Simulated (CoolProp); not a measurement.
A simple Rankine cycle with R152A: condensing at 328.15 K, boiler at 3.79 MPa, turbine inlet 392.2 K, turbine efficiency 0.85, pump efficiency 0.7, no recuperator. Each further row changes one setting.

Computed with CoolProp (reference Helmholtz-energy equation of state, Outcalt 1996). It is a modified Benedict-Webb-Rubin equation, recast in Helmholtz form.

| case | thermal efficiency (%) | net work (kJ/kg) | heat in (kJ/kg) | turbine exit temperature (K) | volume ratio over the turbine |
|---|---|---|---|---|---|
| as stated | 8.8 | 23.9 | 272 | 334.8 | 3.08 |
| turbine inlet 412.2 K | 9.3 | 28.9 | 312 | 359.3 | 2.94 |
| condensing temperature 320.15 K | 10.1 | 29.1 | 287 | 325.7 | 3.77 |
| boiler pressure 2.65 MPa | 6.5 | 19.7 | 302 | 359.0 | 2.01 |
| turbine efficiency 0.75 | 7.6 | 20.6 | 272 | 337.1 | 3.13 |
